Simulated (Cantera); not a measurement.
An isothermal, constant-pressure homogeneous reactor starts with 79.4 % NO, 20.6 % N2, at 1900 K and 0.0210 bar.

Detailed kinetics in Cantera: GRI-Mech 3.0 (53 species, 325 reactions). Radical loss at walls, strong at low pressure, is not modelled.

x: mole fraction; the columns are a selection and need not sum to one.

```csv
t (s),x NO,x N2O,x O,x NO2,x O2,x N2
0.000100,0.794,7.15e-7,7.15e-7,1.27e-9,5.46e-10,0.206
0.000274,0.794,1.96e-6,1.96e-6,9.41e-9,4.09e-9,0.206
0.000753,0.794,5.34e-6,5.37e-6,6.92e-8,3.08e-8,0.206
0.00207,0.794,1.44e-5,1.47e-5,4.87e-7,2.34e-7,0.206
0.00567,0.794,3.77e-5,4.01e-5,3.05e-6,1.86e-6,0.206
0.0156,0.793,9.07e-5,0.000108,1.38e-5,1.73e-5,0.206
0.0427,0.793,0.000174,0.000237,3.01e-5,0.000166,0.207
0.117,0.791,0.000221,0.000307,___,___,0.207
0.321,0.787,0.000220,0.000328,___,___,0.210
0.882,0.774,0.000207,0.000372,5.28e-5,0.00964,0.216
2.42,0.737,0.000178,0.000470,7.65e-5,0.0279,0.234
6.64,0.635,0.000120,0.000661,0.000110,0.0787,0.285
18.2,0.399,4.11e-5,0.000957,0.000112,0.197,0.403
50.0,0.112,2.93e-6,0.00122,4.21e-5,0.340,0.547
```

Q: Fill in the missing entries.

A: 
- 0.117, x NO2: 3.64e-5
- 0.117, x O2: 0.000921
- 0.321, x NO2: 4.13e-5
- 0.321, x O2: 0.00321
